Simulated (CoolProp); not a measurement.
A Linde-Hampson liquefier for carbon monoxide: isothermal reversible compression at 290 K from 1 atm to 15 MPa, throttling to 1 atm, return gas leaving the recuperator 10 K below the feed. Each further row changes one setting.

The numbers come from the reference Helmholtz-energy equation of state, Lemmon 2006 in CoolProp. It is a short technical equation, of lower accuracy than the large ones.

| case | liquid yield per pass | compression work (kJ/kg of gas) |
|---|---|---|
| as stated | ? | 428 |
| high pressure 30 MPa | ? | ? |
| warm-end temperature 320 K | ? | ? |
| warm-end gap 15 K | 0.043 | 428 |

Task: What belongs in the gaps?

Result: 
- as stated, liquid yield per pass: 0.055
- high pressure 30 MPa, liquid yield per pass: 0.090
- high pressure 30 MPa, compression work (kJ/kg of gas): 490
- warm-end temperature 320 K, liquid yield per pass: 0.036
- warm-end temperature 320 K, compression work (kJ/kg of gas): 475
